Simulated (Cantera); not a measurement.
Input: 1 mol Si₂H₆, 0.55 mol N₂O, 2.4 mol CO₂, equilibrated at 0.133 bar.

Equilibrium computed with Cantera from the NASA thermochemical tables; the gas is ideal and each condensed phase is pure. Candidate condensed phases: C, C₆H₆, C₇H₈, C₈H₁₈, H₂O, Si, SiC, SiO₂, Si₂N₂O, Si₃N₄; 151 gas species. The feed counts by its element totals alone. Mutual solubility and eutectic melting of coexisting phases are not modelled. The tables hold silica as quartz up to 1696 K and as liquid above; real silica turns to tridymite and cristobalite and melts near 1996 K. The numbers say what is thermodynamically allowed, not how fast it happens.

Question: Which condensed phases are stable at each of these points (T (°C)): 275, 375, 475, 575, 675, 775, 875, 975, 1075, 1175, 1275?

Answer: 
| T (°C) | condensed phases | Si condensed (%) |
|---|---|---|
| 275 | C(graphite) + SiO₂(α-quartz) | 100.0 |
| 375 | C(graphite) + SiO₂(α-quartz) | 100.0 |
| 475 | C(graphite) + SiO₂(α-quartz) | 100.0 |
| 575 | C(graphite) + SiO₂(β-quartz) | 100.0 |
| 675 | C(graphite) + SiO₂(β-quartz) | 100.0 |
| 775 | C(graphite) + SiO₂(β-quartz) | 100.0 |
| 875 | C(graphite) + SiO₂(β-quartz) | 100.0 |
| 975 | C(graphite) + SiO₂(β-quartz) | 100.0 |
| 1075 | C(graphite) + SiO₂(β-quartz) | 100.0 |
| 1175 | C(graphite) + SiO₂(β-quartz) + Si₂N₂O(s) | 100.0 |
| 1275 | SiO₂(β-quartz) + Si₂N₂O(s) | 99.9 |

From 275 °C to 475 °C the condensed part is C(graphite) + SiO₂(α-quartz). From 575 °C to 1075 °C the condensed part is C(graphite) + SiO₂(β-quartz). At 1175 °C the condensed part is C(graphite) + SiO₂(β-quartz) + Si₂N₂O(s). At 1275 °C the condensed part is SiO₂(β-quartz) + Si₂N₂O(s).
